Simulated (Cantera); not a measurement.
An isothermal, constant-pressure homogeneous reactor starts with NO : N2 = 1 : 0.12 (molar parts), at 1825 K and 28000 Pa. Integrator tolerance rtol = 1e-08.

Detailed kinetics in Cantera: GRI-Mech 3.0 (53 species, 325 reactions).

**Question.** What does this change do: temperature 1825 to 1975 K?

**Answer.** 
```
quantity                                             before                                      after
----------------  -----------------------------------------  -----------------------------------------
x(NO) at 70.0 s      0.0203 (gas-phase equilibrium 0.00551)    0.00868 (gas-phase equilibrium 0.00868)
x(O2) at 70.0 s         0.436 (gas-phase equilibrium 0.444)        0.442 (gas-phase equilibrium 0.442)
x(N2) at 70.0 s         0.543 (gas-phase equilibrium 0.551)        0.549 (gas-phase equilibrium 0.549)
x(N2O) at 70.0 s    2.69e-7 (gas-phase equilibrium 1.40e-7)    2.16e-7 (gas-phase equilibrium 2.16e-7)
x(NO2) at 70.0 s    3.68e-5 (gas-phase equilibrium 1.01e-5)    1.20e-5 (gas-phase equilibrium 1.20e-5)
x(O) at 70.0 s    0.000193 (gas-phase equilibrium 0.000195)  0.000696 (gas-phase equilibrium 0.000696)
```

**Question.** What does this change do: temperature 1825 to 1773 K?

**Answer.** 
| quantity | before | after |
|---|---|---|
| x(NO) at 70.0 s | 0.0203 (gas-phase equilibrium 0.00551) | 0.0540 (gas-phase equilibrium 0.00463) |
| x(O2) at 70.0 s | 0.436 (gas-phase equilibrium 0.444) | 0.419 (gas-phase equilibrium 0.444) |
| x(N2) at 70.0 s | 0.543 (gas-phase equilibrium 0.551) | 0.526 (gas-phase equilibrium 0.551) |
| x(N2O) at 70.0 s | 2.69e-7 (gas-phase equilibrium 1.40e-7) | 1.10e-6 (gas-phase equilibrium 1.18e-7) |
| x(NO2) at 70.0 s | 3.68e-5 (gas-phase equilibrium 1.01e-5) | 0.000107 (gas-phase equilibrium 9.44e-6) |
| x(O) at 70.0 s | 0.000193 (gas-phase equilibrium 0.000195) | 0.000116 (gas-phase equilibrium 0.000119) |
